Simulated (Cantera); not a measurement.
Input: 1 mol CuO, 2.4 mol F2, 2.2 mol H2, held at 925 °C and 21.0 Pa.

These are equilibrium values from Cantera (NASA tables, ideal gas, pure condensed phases), not measurements of a reactor. Candidate condensed phases: Cu, CuF2, CuO, Cu(OH)2, Cu2O, H2O; 27 gas species. Rates play no part.

Base state: HF 0.857, CuF 0.0728, O2 0.0675, CuF2 0.00269, H2O 0.000110, Cu 1.53e-5 (mole fractions); condensed: Cu2O(s).

Task: What changes in the equilibrium state with this change: CuO replaced by MgO?

Result: 
```tsv
species	before	after
HF	0.857	0.828
H2O	0.000110	0.146
O2	0.0675	0.0255
CuF	0.0728	0
MgF2	0	0.000135
CuF2	0.00269	0
Cu	1.53e-5	0
Cu2O(s), mol	0.306	0
MgF2(s), mol	0	0.773
MgO(s), mol	0	0.227
```
Mutual solubility and eutectic melting of coexisting phases are not modelled. Further candidate phases: Mg, MgF2, MgO, Mg(OH)2.
